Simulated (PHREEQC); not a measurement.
Make-up at 5 °C: 0.00182 mol/kgw PbCl2, 0.019 mol/kgw NaCl and 0.00021 mol/kgw Zn(NO3)2. Closed to the air; pH follows from the charge balance.

Equilibrium calculation in PHREEQC: ion-association model, wateq4f.dat.

| Item | Value |
|---|---|
| pH | 5.39 |
| ionic strength | 0.0242 mol/kgw |

```csv
species,molality,activity,log γ
Cl-,0.0222,0.0191,-0.065
Na+,0.0190,0.0165,-0.062
Pb+2,0.00139,0.000779,-0.252
NO3-,0.000415,0.000356,-0.067
PbCl+,0.000403,0.000349,-0.063
Zn+2,0.000207,0.000120,-0.236
PbCl2,1.57e-5,1.58e-5,0.002
PbNO3+,4.74e-6,4.10e-6,-0.063
H+,4.59e-6,4.06e-6,-0.053
```

No solid was allowed to form. Complexes and solids missing from the database can't appear. At this temperature some constants are extrapolated from 25 °C, and those without enthalpy data are left unchanged.
